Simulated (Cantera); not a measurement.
Input (Python, Cantera):

```python
import numpy as np
import cantera as ct

gas = ct.Solution("gri30.yaml")
gas.TPX = 1825, 22000, {'C2H6': 1, 'N2': 27}
inlet = ct.Reservoir(gas, clone=True)

reactor = ct.IdealGasConstPressureReactor(gas, energy="off", clone=False)
exhaust = ct.Reservoir(gas, clone=True)
tau = [0.94, 0.34, 0.12, 0.045, 0.016, 0.0059, 0.0021, 0.00077, 0.00028, 0.0001][0]
for a, b in ((inlet, reactor), (reactor, exhaust)):
    ct.MassFlowController(a, b, mdot=lambda t: reactor.mass / tau)
net = ct.ReactorNet([reactor])
show = ['C2H6', 'HCN', 'H2', 'CH2', 'H', 'CH4', 'C2H']

rows = []
print(f"{'tau/s':>10s}{'T/K':>9s}" + "".join(f"{s:>11s}" for s in show))
for tau in [0.94, 0.34, 0.12, 0.045, 0.016, 0.0059, 0.0021, 0.00077, 0.00028, 0.0001]:
    net.initial_time = 0.0
    net.advance(30 * tau)
    before = gas.X
    net.advance(40 * tau)
    drift = np.max(np.abs(gas.X - before) / (gas.X + 1e-9))
    rows.append([gas.T, *gas[show].X, drift])
    print(f"{tau:10.3e}{gas.T:9.1f}" + "".join(f"{x:11.3e}" for x in gas[show].X))
```

Result:

```
     tau/s      T/K       C2H6        HCN         H2        CH2          H        CH4        C2H
 9.400e-01   1825.0  1.644e-06  2.519e-04  6.443e-02  6.569e-07  3.038e-04  1.345e-03  1.487e-06
 3.400e-01   1825.0  4.288e-06  1.848e-04  6.352e-02  1.178e-06  3.427e-04  1.897e-03  1.687e-06
 1.200e-01   1825.0  1.126e-05  1.392e-04  6.232e-02  2.157e-06  3.979e-04  2.597e-03  1.971e-06
 4.500e-02   1825.0  2.768e-05  1.064e-04  6.081e-02  3.774e-06  4.615e-04  3.427e-03  2.302e-06
 1.600e-02   1825.0  7.129e-05  7.758e-05  5.858e-02  6.616e-06  5.360e-04  4.558e-03  2.696e-06
 5.900e-03   1825.0  1.778e-04  5.464e-05  5.548e-02  1.095e-05  6.111e-04  5.936e-03  3.096e-06
 2.100e-03   1825.0  4.579e-04  3.622e-05  5.091e-02  1.762e-05  6.889e-04  7.547e-03  3.495e-06
 7.700e-04   1825.0  1.145e-03  2.328e-05  4.467e-02  2.658e-05  7.566e-04  8.871e-03  3.761e-06
 2.800e-04   1825.0  2.860e-03  1.425e-05  3.617e-02  3.772e-05  7.960e-04  9.086e-03  3.639e-06
 1.000e-04   1825.0  7.016e-03  8.002e-06  2.516e-02  4.815e-05  7.643e-04  7.128e-03  2.712e-06
```

Detailed kinetics in Cantera: GRI-Mech 3.0 (53 species, 325 reactions). GRI-Mech 3.0 stops at C3 and has no aromatics, soot or wall deposition, so with more carbon than oxygen in the feed, carbon stays in small species such as C2H2 where larger ones or solid carbon would form.
